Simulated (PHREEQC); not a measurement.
## Alkaline etch or developer: speciation

Consider water at 25 °C with 0.0044 mol/kgw TMAH, 4.3e-05 mol/kgw CO2 and 8.6e-05 mol/kgw (CH3)4NCl. Closed to the air; pH follows from the charge balance.

All values are PHREEQC results (ion-association model, phreeqc.dat), not measurements.

Precipitation was switched off in this run.

### Question
Predict the pH.

### Answer
pH 11.60.

### Question
In which forms is C present?

### Answer
CO3-2 96 %, HCO3- 4.2 % of the C.

Species that the database lacks are ignored. (CH3)4N+ isn't in the database: it is added as a free cation with an ion size of 4 Å.
